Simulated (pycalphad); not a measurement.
Source of the numbers: pycalphad with the COST 507 light-alloy database (1999); pressure 1 atm. These are 1990s assessments: newer ones move some temperatures and phases. Phase fractions are per mole of atoms.

Problem. Give the equilibrium state of Al-2.68Si-1.2Fe (at.%) at 257 °C.

Solution. fcc, fraction 0.905, with 0.03 Si, <0.01 Fe at.%; ALFESI_BETA, fraction 0.080, with 15.0 Si, 15.0 Fe at.%; diamond (Si), fraction 0.015, with >99.99 Si, no Fe at.%.

Problem. Give the equilibrium state of Al-2.68Si-1.2Fe (at.%) at 657 °C.

Solution. liquid, fraction 0.996, with 2.7 Si, 1.1 Fe at.%; AL13FE4, fraction 0.004, with 0.25 Si, 23.7 Fe at.%.

Database names, with the compositions (at.%) that they take in these runs: AL13FE4: Al 76 Fe 24; ALFESI_BETA: Al 70 Si 15 Fe 15. An entry "none" or "no" means that the model of the phase leaves that element out.
